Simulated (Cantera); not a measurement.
# Thermodynamics of silicon oxide and oxynitride deposition, feed SiCl₄ + O₂ + H₂

Input: 1 mol SiCl₄, a varied amount of O₂, 9.3 mol H₂, held at 1752 °C and 1.00 Torr.

Method: chemical equilibrium by Gibbs-energy minimisation in Cantera with the NASA 1993 tables (ideal gas, pure condensed phases). Candidate condensed phases: H₂O, Si, SiO₂; 30 gas species. The tables' values for SiCl, SiO₂, SiCl₃ are old estimates; treat these amounts as uncertain. The tables hold silica as quartz up to 1696 K and as liquid above; real silica turns to tridymite and cristobalite and melts near 1996 K. Gases not in the tables: Si₂H₆ and higher silanes. Rates play no part.

From 0.16 mol O₂ to 1.8 mol O₂ nothing is condensed. From 2.9 mol O₂ to 7.8 mol O₂ the condensed part is SiO₂(l). The main Si-bearing gas is SiCl₂ at 0.16 mol O₂ and SiO at 7.8 mol O₂.

```csv
n(O₂) (mol),x H₂,x H₂O,x HCl,x O₂,x SiO,x Cl,x SiCl₂,x H,x OH,n SiO₂(l)
0.16,0.634,6.47e-8,0.230,<1e-12,0.0265,0.0113,0.0435,0.0420,4.48e-10,0
0.25,0.617,1.54e-7,0.248,<1e-12,0.0409,0.0123,0.0327,0.0414,1.08e-9,0
0.42,0.582,1.01e-6,0.283,<1e-12,0.0672,0.0145,0.0107,0.0402,7.27e-9,0
0.68,0.538,0.0282,0.300,2.50e-7,0.0791,0.0160,5.07e-7,0.0386,0.000212,0
1.1,0.473,0.0941,0.299,3.58e-6,0.0790,0.0170,1.51e-7,0.0363,0.000753,0
1.8,0.367,0.204,0.297,2.79e-5,0.0790,0.0192,6.88e-8,0.0319,0.00185,0
2.9,0.235,0.357,0.301,0.000209,0.0523,0.0243,2.67e-8,0.0255,0.00406,0.354
4.8,0.0400,0.576,0.276,0.0188,0.00552,0.0540,1.46e-9,0.0105,0.0159,0.930
7.8,0.0109,0.494,0.193,0.187,0.00175,0.0724,2.64e-10,0.00549,0.0261,0.969
```
x: gas mole fraction; n: condensed amount in mol.
